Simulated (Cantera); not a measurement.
Feed: 1 mol Fe₂O₃, 8.5 mol Cl₂, 3.4 mol H₂, equilibrated at 133 Pa.

Method: chemical equilibrium by Gibbs-energy minimisation in Cantera with the NASA 1993 tables (ideal gas, pure condensed phases). Candidate condensed phases: Fe, FeCl₂, FeCl₃, FeO, Fe(OH)₂, Fe(OH)₃, Fe₂O₃, Fe₃O₄, H₂O; 22 gas species. Condensed phases not in the tables: FeOCl. Rates play no part.

x: gas mole fraction; n: condensed amount in mol.

| T (°C) | x HCl | x Cl₂ | x Cl | x FeCl₂ | x O₂ | x FeCl₃ | n Fe₂O₃(s) |
|---|---|---|---|---|---|---|---|
| 450 | 0.567 | 0.428 | 2.32e-5 | 1.93e-6 | 0.000337 | 0.00214 | 0.987 |
| 550 | 0.566 | 0.420 | 0.000279 | 6.04e-5 | 0.00396 | 0.00702 | 0.958 |
| 650 | 0.563 | 0.392 | 0.00192 | 0.00116 | 0.0167 | 0.0227 | ___ |
| 750 | 0.553 | 0.327 | 0.00851 | 0.0118 | 0.0464 | 0.0514 | ___ |
| 850 | 0.523 | 0.216 | 0.0255 | 0.0633 | 0.0992 | 0.0705 | ___ |
| 950 | 0.498 | 0.175 | 0.0686 | 0.107 | 0.110 | 0.0407 | 0 |
| 1050 | 0.472 | 0.133 | 0.151 | 0.122 | 0.104 | 0.0178 | 0 |
| 1150 | 0.443 | 0.0744 | 0.253 | 0.124 | 0.0976 | 0.00674 | 0 |
| 1250 | 0.422 | 0.0309 | 0.327 | 0.123 | 0.0928 | 0.00233 | 0 |

Question: What belongs in the gaps?

Answer: 
- 650, n Fe₂O₃(s): 0.857
- 750, n Fe₂O₃(s): 0.614
- 850, n Fe₂O₃(s): 0.138
